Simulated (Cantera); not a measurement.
Charge: 1 mol Fe₃O₄, 1.6 mol H₂, equilibrated at 2075 K and 1.33 mbar.

Method: chemical equilibrium by Gibbs-energy minimisation in Cantera with the NASA 1993 tables (ideal gas, pure condensed phases). Candidate condensed phases: Fe, FeO, Fe(OH)₂, Fe(OH)₃, Fe₂O₃, Fe₃O₄, H₂O; 12 gas species. The tables' stoichiometric FeO is somewhat more stable than real wüstite, so its field is too wide. FeO: taken at fixed stoichiometry. Kinetics and transport are ignored.

Base state: H₂O 0.627, H₂ 0.217, Fe 0.101, H 0.0340, OH 0.0112, FeO 0.00691, O₂ 0.00155, O 0.00126 (mole fractions); condensed: FeO(l).

What changes in the equilibrium state with this change: H₂ from 1.6 to 18 mol?


```tsv
species	before	after
H₂	0.217	0.620
H₂O	0.627	0.182
Fe	0.101	0.138
OH	0.0112	0.00192
H	0.0340	0.0574
O₂	0.00155	1.60e-5
Fe(OH)₂	0.000342	1.37e-5
O	0.00126	0.000128
FeO(l), mol	2.80	0
```

What changes in the equilibrium state with this change: pressure from 1.33 mbar to 0.690 bar?


| species | before | after |
|---|---|---|
| H₂O | 0.627 | 0.624 |
| H₂ | 0.217 | 0.373 |
| H | 0.0340 | 0.00196 |
| Fe | 0.101 | 0.000337 |
| OH | 0.0112 | 0.000374 |
| Fe(OH)₂ | 0.000342 | 0.000340 |
| O₂ | 0.00155 | 1.00e-6 |
| O | 0.00126 | 1.41e-6 |
| FeO | 0.00691 | 1.34e-5 |
| FeO(l), mol | 2.80 | 3.00 |
